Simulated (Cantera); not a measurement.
Input: 1 mol HCl, 2.5 mol H2, 1.7 mol N2, at 0.0930 bar.

These are equilibrium values from Cantera (NASA tables, ideal gas, pure condensed phases), not measurements of a reactor. Candidate condensed phases: NH4Cl; 12 gas species. Equilibrium is a limit: real reactors are often held back by kinetics, nucleation or transport.

Problem. At 2398 K, list the 5 most abundant gas species with their mole fractions, and the condensed phases.

Solution. H2 0.457, N2 0.320, HCl 0.178, H 0.0349, Cl 0.00972. Condensed: gas only.
